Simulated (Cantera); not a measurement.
An adiabatic, constant-pressure homogeneous reactor starts with H₂ : O₂ : N₂ = 1 : 0.532 : 2 (molar parts), equivalence ratio 0.94, at 1050 K and 20.7 atm. Integrator tolerance rtol = 1e-08.

Computed with Cantera and the H2/O2 subset of GRI-Mech 3.0, which has no nitrogen chemistry. The hydrogen kinetics of GRI-Mech 3.0 are dated; newer H2 mechanisms differ, most at raised pressure. The pressure lies above the range GRI-Mech 3.0 was tuned for (to about 10 atm).

Task: What does this change do: pressure from 20.7 atm to 0.987 atm?

Result: 
```tsv
quantity	before	after
time of steepest temperature rise	2.14 ms	0.143 ms
temperature at 4.00 s	2866 K	2689 K
equilibrium temperature	2866 K	2689 K
x(H₂) at 4.00 s	0.0156 (gas-phase equilibrium 0.0156)	0.0283 (gas-phase equilibrium 0.0283)
x(O₂) at 4.00 s	0.0139 (gas-phase equilibrium 0.0139)	0.0187 (gas-phase equilibrium 0.0187)
x(H) at 4.00 s	0.00282 (gas-phase equilibrium 0.00282)	0.00924 (gas-phase equilibrium 0.00924)
x(O) at 4.00 s	0.00181 (gas-phase equilibrium 0.00181)	0.00474 (gas-phase equilibrium 0.00474)
x(H₂O₂) at 4.00 s	2.28e-6 (gas-phase equilibrium 2.28e-6)	3.88e-7 (gas-phase equilibrium 3.88e-7)
x(HO₂) at 4.00 s	1.59e-5 (gas-phase equilibrium 1.59e-5)	6.10e-6 (gas-phase equilibrium 6.10e-6)
```

Task: What does this change do: constant volume in place of constant pressure?

Result: 
```
quantity                                                            before                                    after
---------------------------------  ---------------------------------------  ---------------------------------------
time of steepest temperature rise                                  2.14 ms                                  1.97 ms
temperature at 4.00 s                                               2866 K                                   3151 K
equilibrium temperature                                             2866 K                                   3151 K
x(H₂) at 4.00 s                      0.0156 (gas-phase equilibrium 0.0156)    0.0226 (gas-phase equilibrium 0.0226)
x(O₂) at 4.00 s                      0.0139 (gas-phase equilibrium 0.0139)    0.0154 (gas-phase equilibrium 0.0154)
x(H) at 4.00 s                     0.00282 (gas-phase equilibrium 0.00282)  0.00500 (gas-phase equilibrium 0.00500)
x(O) at 4.00 s                     0.00181 (gas-phase equilibrium 0.00181)  0.00312 (gas-phase equilibrium 0.00312)
x(H₂O₂) at 4.00 s                  2.28e-6 (gas-phase equilibrium 2.28e-6)  5.68e-6 (gas-phase equilibrium 5.68e-6)
x(HO₂) at 4.00 s                   1.59e-5 (gas-phase equilibrium 1.59e-5)  3.58e-5 (gas-phase equilibrium 3.58e-5)
```
Above 3000 K some thermodynamic fits are extrapolated.
